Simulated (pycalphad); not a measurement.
## Freezing of Si-Al alloys with rising Al

Computed with pycalphad from the COST 507 light-alloy database (1999), at 1 atm. These are 1990s assessments: newer ones move some temperatures and phases. Phase fractions are per mole of atoms.

Scheil-Gulliver runs (no diffusion in the solid, steps of 4 K) beside full equilibrium.

```csv
alloy,liquidus (K),"Scheil, half solid (K)","Scheil, 80 % solid (K)","Scheil, invariant end (K)",liquid left at that end,equilibrium solidus (K)
Si-9.87Al (at.%),1639,1583,1342,850,0.11,850
Si-29.61Al (at.%),1516,1235,at the invariant end,850,0.34,850
Si-39.48Al (at.%),[?],[?],at the invariant end,850,[?],850
```

Problem. Fill in the missing entries.

Solution. 
- Si-39.48Al (at.%), liquidus (K): 1436
- Si-39.48Al (at.%), Scheil, half solid (K): 986
- Si-39.48Al (at.%), liquid left at that end: 0.45
